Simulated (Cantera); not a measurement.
**Aluminium nitride and oxide growth: AlI3 + N2O + N2**

A closed system holds: 1 mol AlI3, 13 mol N2O, 2.2 mol N2, held at 1773.15 K and 15000 Pa.

These are equilibrium values from Cantera (NASA tables, ideal gas, pure condensed phases), not measurements of a reactor. Candidate condensed phases: Al, AlI3, AlN, Al2O3, I2; 21 gas species. Equilibrium is a limit: real reactors are often held back by kinetics, nucleation or transport.

```yaml
x(N2): 0.633
x(O2): 0.238
x(I): 0.125
x(NO): 0.00362
x(I2): 0.000226
x(O): 0.000118
x(NO2): 3.98e-6
n(Al2O3(s)): 0.500 mol
gas_amount: 23.95 mol
log10 activity of I2(l) (absent): -6.69
log10 activity of Al(l) (absent): -15.22
```
